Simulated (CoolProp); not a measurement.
n-nonane along the isobar 823 kPa: density (kg/m³) from the reference equation and from simpler models built on Tc = 594.5 K, pc = 2282 kPa, ω = 0.443; each cubic takes its own stable root.

Model: reference Helmholtz-energy equation of state, Lemmon 2006, in CoolProp. It is a short technical equation, of lower accuracy than the large ones.

```json
[
 {"T (K)": "328.6", "phase": "liquid", "reference": "690.7", "van der Waals": "378.6", "Peng-Robinson": "658.2"},
 {"T (K)": "334.8", "phase": "liquid", "reference": "685.7", "van der Waals": "376.2", "Peng-Robinson": "654.6"},
 {"T (K)": "341.1", "phase": "liquid", "reference": "680.7", "van der Waals": "373.7", "Peng-Robinson": "650.8"},
 {"T (K)": "347.3", "phase": "liquid", "reference": "675.7", "van der Waals": "371.3", "Peng-Robinson": "647.0"},
 {"T (K)": "353.6", "phase": "liquid", "reference": "670.6", "van der Waals": "368.7", "Peng-Robinson": "643.0"},
 {"T (K)": "359.9", "phase": "liquid", "reference": "665.5", "van der Waals": "366.1", "Peng-Robinson": "638.9"},
 {"T (K)": "366.1", "phase": "liquid", "reference": "660.4", "van der Waals": "363.5", "Peng-Robinson": "634.7"},
 {"T (K)": "372.4", "phase": "liquid", "reference": "655.2", "van der Waals": "360.9", "Peng-Robinson": "630.4"},
 {"T (K)": "378.6", "phase": "liquid", "reference": "650.0", "van der Waals": "358.2", "Peng-Robinson": "625.9"},
 {"T (K)": "384.9", "phase": "liquid", "reference": "644.7", "van der Waals": "355.3", "Peng-Robinson": "621.3"},
 {"T (K)": "391.1", "phase": "liquid", "reference": "639.4", "van der Waals": "352.5", "Peng-Robinson": "616.6"},
 {"T (K)": "397.4", "phase": "liquid", "reference": "634.0", "van der Waals": "349.6", "Peng-Robinson": "611.7"},
 {"T (K)": "403.7", "phase": "liquid", "reference": "628.5", "van der Waals": "346.6", "Peng-Robinson": "606.7"},
 {"T (K)": "409.9", "phase": "liquid", "reference": "623.1", "van der Waals": "343.5", "Peng-Robinson": "601.5"}
]
```
